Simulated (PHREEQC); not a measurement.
Synthetic water in mg/L, 25 °C, pH 3.15, pe 9: Na 328; K 0.337; Ca 46.6; Mg 208; Cl 268; S(6) as SO4 1320; Zn 1.05; B 2.74.

Valence states are taken as typed.

Equilibrium calculation in PHREEQC: ion-association model, phreeqc.dat.

Task: The ionic strength comes out as 0.0438 mol/kgw. What activity coefficients do Na+, CaHSO4+, SO4-2, K+, Cl- get?

Result: Na+ 0.83, CaHSO4+ 0.83, SO4-2 0.48, K+ 0.82, Cl- 0.82.

No solid was allowed to form.
